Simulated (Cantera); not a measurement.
An adiabatic, constant-pressure homogeneous reactor starts with H₂ : O₂ : N₂ = 1 : 0.217 : 0.817 (molar parts), equivalence ratio 2.3, at 1500 K and 500000 Pa. Integrator tolerance rtol = 1e-08.

Cantera simulation using the H2/O2 subset of GRI-Mech 3.0, which has no nitrogen chemistry; the numbers are that mechanism's predictions, not measurements. The hydrogen kinetics of GRI-Mech 3.0 are dated; newer H2 mechanisms differ, most at raised pressure.

### Question
What does this change do: pressure from 500000 Pa to 450000 Pa?

### Answer
```json
[
 {"quantity": "time of steepest temperature rise", "before": "3.09 µs", "after": "3.40 µs"},
 {"quantity": "temperature at 1.00 s", "before": "2834 K", "after": "2829 K"},
 {"quantity": "equilibrium temperature", "before": "2834 K", "after": "2829 K"},
 {"quantity": "x(H₂) at 1.00 s", "before": "0.299 (gas-phase equilibrium 0.299)", "after": "0.298 (gas-phase equilibrium 0.298)"},
 {"quantity": "x(O₂) at 1.00 s", "before": "7.41e-5 (gas-phase equilibrium 7.41e-5)", "after": "7.89e-5 (gas-phase equilibrium 7.89e-5)"},
 {"quantity": "x(H) at 1.00 s", "before": "0.0227 (gas-phase equilibrium 0.0227)", "after": "0.0235 (gas-phase equilibrium 0.0235)"},
 {"quantity": "x(H₂O) at 1.00 s", "before": "0.230 (gas-phase equilibrium 0.230)", "after": "0.230 (gas-phase equilibrium 0.230)"},
 {"quantity": "x(O) at 1.00 s", "before": "0.000240 (gas-phase equilibrium 0.000240)", "after": "0.000256 (gas-phase equilibrium 0.000256)"},
 {"quantity": "x(H₂O₂) at 1.00 s", "before": "5.89e-8 (gas-phase equilibrium 5.89e-8)", "after": "5.71e-8 (gas-phase equilibrium 5.71e-8)"},
 {"quantity": "x(OH) at 1.00 s", "before": "0.00506 (gas-phase equilibrium 0.00506)", "after": "0.00520 (gas-phase equilibrium 0.00520)"}
]
```

### Question
What does this change do: pressure from 500000 Pa to 1000000 Pa?

### Answer
| quantity | before | after |
|---|---|---|
| time of steepest temperature rise | 3.09 µs | 1.66 µs |
| temperature at 1.00 s | 2834 K | 2868 K |
| equilibrium temperature | 2834 K | 2868 K |
| x(H₂) at 1.00 s | 0.299 (gas-phase equilibrium 0.299) | 0.301 (gas-phase equilibrium 0.301) |
| x(O₂) at 1.00 s | 7.41e-5 (gas-phase equilibrium 7.41e-5) | 4.76e-5 (gas-phase equilibrium 4.76e-5) |
| x(H) at 1.00 s | 0.0227 (gas-phase equilibrium 0.0227) | 0.0181 (gas-phase equilibrium 0.0181) |
| x(H₂O) at 1.00 s | 0.230 (gas-phase equilibrium 0.230) | 0.232 (gas-phase equilibrium 0.232) |
| x(O) at 1.00 s | 0.000240 (gas-phase equilibrium 0.000240) | 0.000155 (gas-phase equilibrium 0.000155) |
| x(H₂O₂) at 1.00 s | 5.89e-8 (gas-phase equilibrium 5.89e-8) | 7.12e-8 (gas-phase equilibrium 7.12e-8) |
| x(OH) at 1.00 s | 0.00506 (gas-phase equilibrium 0.00506) | 0.00415 (gas-phase equilibrium 0.00415) |
